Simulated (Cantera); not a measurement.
# MgSO4 + CO2 + H2 (calcination and drying)

Feed: 1 mol MgSO4, 0.49 mol CO2, 9.1 mol H2.

Method: chemical equilibrium by Gibbs-energy minimisation in Cantera with the NASA 1993 tables (ideal gas, pure condensed phases). Candidate condensed phases: C, C6H6, C7H8, C8H18, H2O, H2SO4, Mg, MgCO3, MgO, Mg(OH)2, MgS, MgSO4, S; 130 gas species. Rates play no part.

Stable condensed phases:

```
T in K \ P in Pa
              10      36     130     460    1700    6000   22000   77000  280000 1000000
   2200        A       A       A       B       B       B       B       B       B       B
   2050        A       A       B       B       B       B       B       B       B       B
   1900        B       B       B       B       B       B       B       B       B       B
   1750        B       B       B       B       B       B       B       B       B       B
   1600        B       B       B       B       B       B       B       B       B       B
   1450        B       B       B       B       B       B       B       B       B       B
   1300        B       B       B       B       B       B       B       B       B       B
   1150        B       B       B       B       B       B       B       B       B       B
   1000        B       B       B       B       B       B       B       B       B       B
    850        B       B       B       B       B       B       B       B       B       B
    700        B       B       B       B       B       B       B       B       B       B
    550        B       B       B       B       B       B       B       B       B       C
```

A: gas only; B: MgO; C: Mg(OH)2.
